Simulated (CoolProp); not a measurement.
A single-stage vapour-compression cycle with isohexane: evaporating at 322.15 K (dew point), condensing at 351.15 K (bubble point), superheat 0 K, subcooling 5 K, compressor efficiency 0.6, no pressure losses. Each further row changes one setting.

Model: reference Helmholtz-energy equation of state, Lemmon 2006, in CoolProp. It is a short technical equation, of lower accuracy than the large ones.

```json
[
 {"case": "as stated", "cooling COP": "6.08", "pressure ratio": "2.47", "discharge temperature (K)": "351.2", "refrigerating effect (kJ/kg)": "273", "volumetric capacity (kJ/m³)": "638"},
 {"case": "evaporating temperature 327.15 K", "cooling COP": "7.64", "pressure ratio": "2.09", "discharge temperature (K)": "351.2", "refrigerating effect (kJ/kg)": "281", "volumetric capacity (kJ/m³)": "770"},
 {"case": "condensing temperature 346.15 K", "cooling COP": "7.54", "pressure ratio": "2.14", "discharge temperature (K)": "346.1", "refrigerating effect (kJ/kg)": "285", "volumetric capacity (kJ/m³)": "667"},
 {"case": "subcooling 10 K", "cooling COP": "6.36", "pressure ratio": "2.47", "discharge temperature (K)": "351.2", "refrigerating effect (kJ/kg)": "285", "volumetric capacity (kJ/m³)": "667"},
 {"case": "superheat 10 K", "cooling COP": "6.18", "pressure ratio": "2.47", "discharge temperature (K)": "359.4", "refrigerating effect (kJ/kg)": "291", "volumetric capacity (kJ/m³)": "657"},
 {"case": "compressor efficiency 0.5", "cooling COP": "5.07", "pressure ratio": "2.47", "discharge temperature (K)": "353.6", "refrigerating effect (kJ/kg)": "273", "volumetric capacity (kJ/m³)": "638"}
]
```

The compression ends wet for: as stated; evaporating temperature 327.15 K; condensing temperature 346.15 K; subcooling 10 K.
